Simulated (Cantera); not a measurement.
Input: 1 mol SiO₂, 22 mol H₂, 4.1 mol N₂, at 101000 Pa.

These are equilibrium values from Cantera (NASA tables, ideal gas, pure condensed phases), not measurements of a reactor. Candidate condensed phases: H₂O, Si, SiO₂, Si₂N₂O, Si₃N₄; 35 gas species. N₂ is the only nitrogen source here; it is nearly inert below about 1500 K, so the nitride shown seldom forms there in practice. Mutual solubility and eutectic melting of coexisting phases are not modelled. The tables hold silica as quartz up to 1696 K and as liquid above; real silica turns to tridymite and cristobalite and melts near 1996 K. Gases not in the tables: Si(OH)₄. Equilibrium is a limit: real reactors are often held back by kinetics, nucleation or transport.

Which condensed phases are stable at each of these points (T (K)): 948, 1048, 1148, 1248, 1348, 1448, 1548, 1648, 1748, 1848, 1948, 2048, 2148?


```tsv
T (K)	condensed phases	Si condensed (%)
948	SiO₂(β-quartz) + Si₂N₂O(s)	100.0
1048	SiO₂(β-quartz) + Si₂N₂O(s)	100.0
1148	SiO₂(β-quartz) + Si₂N₂O(s)	100.0
1248	SiO₂(β-quartz) + Si₂N₂O(s)	100.0
1348	SiO₂(β-quartz) + Si₂N₂O(s)	100.0
1448	SiO₂(β-quartz) + Si₂N₂O(s)	100.0
1548	SiO₂(β-quartz) + Si₂N₂O(s)	100.0
1648	SiO₂(β-quartz) + Si₂N₂O(s)	99.6
1748	SiO₂(condensed)	97.9
1848	SiO₂(condensed)	94.4
1948	SiO₂(condensed)	86.7
2048	SiO₂(l)	70.9
2148	SiO₂(l)	41.2
```

From 948 K to 1648 K the condensed part is SiO₂(β-quartz) + Si₂N₂O(s). From 1748 K to 1948 K the condensed part is SiO₂(condensed). From 2048 K to 2148 K the condensed part is SiO₂(l).
